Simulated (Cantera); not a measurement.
Feed: 1 mol TEOS, 7.7 mol NO, 9 mol N2, 6.1 mol CO2, equilibrated at 0.260 bar.

Cantera equilibrium calculation (NASA polynomials, part measured and part estimated; ideal gas, pure solids and liquids). Candidate condensed phases: C, C6H6, C7H8, C8H18, H2O, Si, SiC, SiO2, Si2N2O, Si3N4; 151 gas species. The feed counts by its element totals alone. Equilibrium is a limit: real reactors are often held back by kinetics, nucleation or transport.

Question: Which condensed phases are stable at each of these points (T (K)): 573, 623, 673, 723, 773, 823, 873, 923, 973, 1023?

Answer: 
| T (K) | condensed phases | Si condensed (%) |
|---|---|---|
| 573 | C(graphite) + SiO2(α-quartz) | 100.0 |
| 623 | C(graphite) + SiO2(α-quartz) | 100.0 |
| 673 | C(graphite) + SiO2(α-quartz) | 100.0 |
| 723 | C(graphite) + SiO2(α-quartz) | 100.0 |
| 773 | C(graphite) + SiO2(α-quartz) | 100.0 |
| 823 | C(graphite) + SiO2(α-quartz) | 100.0 |
| 873 | SiO2(β-quartz) | 100.0 |
| 923 | SiO2(β-quartz) | 100.0 |
| 973 | SiO2(β-quartz) | 100.0 |
| 1023 | SiO2(β-quartz) | 100.0 |

From 573 K to 823 K the condensed part is C(graphite) + SiO2(α-quartz). From 873 K to 1023 K the condensed part is SiO2(β-quartz).
